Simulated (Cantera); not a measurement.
**Hydrocarbon pyrolysis for carbon deposition**

An isothermal, constant-pressure homogeneous reactor starts with 1.02 % C2H6, 99.0 % N2, at 1400 K and 1.28 Torr.

Cantera simulation using GRI-Mech 3.0 (53 species, 325 reactions); the numbers are that mechanism's predictions, not measurements. GRI-Mech 3.0 stops at C3 and has no aromatics, soot or wall deposition, so with more carbon than oxygen in the feed, carbon stays in small species such as C2H2 where larger ones or solid carbon would form. Radical loss at walls, strong at low pressure, is not modelled.

```
t (s)       x C2H6     x CH2    x C2H     x CH4    x C2H2
--------  --------  --------  -------  --------  --------
0.000200    0.0102  1.53e-12   <1e-12   5.59e-9    <1e-12
0.000776    0.0102  9.09e-11   <1e-12   8.39e-8    <1e-12
0.00301     0.0101   5.25e-9   <1e-12   1.26e-6  3.41e-11
0.0117     0.00989   2.31e-7   <1e-12   1.83e-5   3.52e-8
0.0454     0.00766   1.97e-6  1.52e-9  0.000254   3.48e-5
0.176     0.000730   3.41e-6  4.64e-8   0.00192   0.00222
0.684      4.50e-6   4.57e-7  3.37e-8   0.00210   0.00698
2.65       8.77e-7   8.71e-8  1.64e-8   0.00193   0.00867
10.3       2.82e-7   2.43e-8  8.99e-9   0.00177   0.00908
40.0       9.31e-8   7.41e-9  5.16e-9   0.00161   0.00919
```
x: mole fraction; the columns are a selection and need not sum to one.

Equilibrium at this temperature and pressure: C2H6 <1e-12, CH2 5.08e-12, C2H 1.21e-9, CH4 4.99e-7, C2H2 0.00149 (gas phase only).
